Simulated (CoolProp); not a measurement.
Saturation properties of carbon dioxide (Tc = 31.0 °C, pc = 7377 kPa, ω = 0.224).

Model: reference Helmholtz-energy equation of state, Span 1996, in CoolProp.

| T (°C) | p (kPa) | liquid density (kg/m³) | surface tension (mN/m) | liquid viscosity (µPa s) | liquid conductivity (mW/(m K)) |
|---|---|---|---|---|---|
| -39.55 | 1021 | 1115 | 12.6 | 191 | 156 |
| -33.75 | 1256 | 1091 | 11.3 | 174 | 149 |
| -27.95 | 1529 | 1067 | 10.0 | 159 | 142 |
| -22.15 | 1842 | 1041 | 8.82 | 145 | 135 |
| -16.35 | 2201 | 1015 | 7.63 | 132 | 128 |
| -10.55 | 2607 | 985.8 | 6.47 | 120 | 122 |
| -4.85 | 3058 | 955.4 | 5.38 | 109 | 115 |
| 0.95 | 3574 | 921.7 | 4.31 | 98.8 | 108 |
| 6.75 | 4150 | 884.3 | 3.29 | 88.9 | 101 |

Viscosity comes from a separate model (Laesecke 2017). Thermal conductivity comes from a separate model (Huber 2016). Surface tension comes from a separate correlation (Mulero 2012).
